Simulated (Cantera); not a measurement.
A closed system holds: 1 mol SiCl4, 16 mol NH3, 9.4 mol N2, at 1775 K and 21.0 Pa.

Method: chemical equilibrium by Gibbs-energy minimisation in Cantera with the NASA 1993 tables (ideal gas, pure condensed phases). Candidate condensed phases: NH4Cl, Si, Si3N4; 28 gas species. The tables' values for SiCl, SiN are old estimates; treat these amounts as uncertain. Equilibrium is a limit: real reactors are often held back by kinetics, nucleation or transport.

Base state: H2 0.508, N2 0.395, HCl 0.0593, SiCl2 0.0147, H 0.0142, Si 0.00692, Cl 0.00128, SiCl 0.000839 (mole fractions); condensed: gas only.

What changes in the equilibrium state with this change: N2 from 9.4 to 98 mol?


| species | before | after |
|---|---|---|
| N2 | 0.395 | 0.796 |
| H2 | 0.508 | 0.165 |
| HCl | 0.0593 | 0.0221 |
| SiCl2 | 0.0147 | 0.00339 |
| H | 0.0142 | 0.00812 |
| Si | 0.00692 | 0.00373 |
| Si2 | 2.56e-5 | 7.45e-6 |
| SiH | 8.77e-5 | 2.70e-5 |
